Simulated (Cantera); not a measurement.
Input (Python, Cantera):

```python
import numpy as np
import cantera as ct

surf = ct.Interface("ptcombust.yaml", "Pt_surf")
gas = surf.adjacent["gas"]
gas.TPX = 925, 500000, {'CO': 0.00097, 'O2': 0.16, 'N2': 0.79}
surf.TP = 925, 500000
reactor = ct.FlowReactor(gas, clone=False)
reactor.area = 0.0001  # m2
reactor.surface_area_to_volume_ratio = 130  # 1/m
reactor.mass_flow_rate = 3.3 * reactor.area * gas.density  # inlet velocity 3.3 m/s
reactor.energy_enabled = False
wall = ct.ReactorSurface(surf, reactor, clone=False)
net = ct.ReactorNet([reactor])
net.rtol, net.atol = 1e-8, 1e-16
show, cover = ['CO', 'O2', 'H2O', 'CO2'], ['PT(S)', 'H(S)', 'O(S)', 'OH(S)', 'CO(S)', 'C(S)']

rows = []
print(f"{'z/m':>9s}{'u/(m/s)':>9s}" + "".join(f"{s:>13s}" for s in show + cover))
for z in [0.00037, 0.00066, 0.0012, 0.0021, 0.0037, 0.0066, 0.012, 0.021, 0.037]:
    net.advance(z)
    rows.append([reactor.speed, *gas[show].X, *surf[cover].coverages])
    print(f"{z:9.4g}{rows[-1][0]:9.3g}" + "".join(f"{x:13.4e}" for x in rows[-1][1:]))
```

Result:

```
      z/m  u/(m/s)           CO           O2          H2O          CO2        PT(S)         H(S)         O(S)        OH(S)        CO(S)         C(S)
  0.00037      3.3   1.0011e-03   1.6824e-01  -4.0907e-29   1.8927e-05   6.1855e-02   2.1047e-27   9.3787e-01   1.0163e-22   2.7932e-04   7.1306e-16
  0.00066      3.3   9.8653e-04   1.6824e-01   9.7651e-28   3.3493e-05   6.1813e-02   1.5097e-26   9.3791e-01   7.2835e-22   2.7488e-04   7.0120e-16
   0.0012      3.3   9.6004e-04   1.6822e-01   3.3001e-27   6.0006e-05   6.1737e-02  -6.4602e-26   9.3800e-01  -3.1043e-21   2.6682e-04   6.7974e-16
   0.0021      3.3   9.1757e-04   1.6821e-01   1.5198e-27   1.0249e-04   6.1616e-02   6.1186e-24   9.3813e-01   2.7360e-19   2.5399e-04   6.4569e-16
   0.0037      3.3   8.4702e-04   1.6818e-01   5.6997e-29   1.7308e-04   6.1417e-02   8.2485e-25   9.3835e-01  -8.6701e-21   2.3289e-04   5.9002e-16
   0.0066      3.3   7.3357e-04   1.6813e-01  -4.3349e-29   2.8659e-04   6.1102e-02   1.6334e-26   9.3870e-01   8.1889e-22   1.9956e-04   5.0280e-16
    0.012      3.3   5.6315e-04   1.6806e-01  -4.8573e-30   4.5709e-04   6.0638e-02  -6.6662e-26   9.3921e-01  -4.5567e-21   1.5081e-04   3.7687e-16
    0.021      3.3   3.6507e-04   1.6798e-01  -6.8228e-29   6.5528e-04   6.0114e-02   1.5393e-24   9.3979e-01   1.1826e-19   9.6026e-05   2.3775e-16
    0.037      3.3   1.7116e-04   1.6790e-01   1.2588e-28   8.4928e-04   5.9615e-02  -6.5108e-23   9.4034e-01  -2.9326e-18   4.4254e-05   1.0859e-16
```

Model: Deutschmann's 1995 Pt surface mechanism with GRI-Mech 3.0 gas chemistry, integrated in Cantera. Catalytic surfaces can have several steady states; this one follows from the mechanism file's or the stated starting coverage. Mass transfer to the wall is taken as infinitely fast.
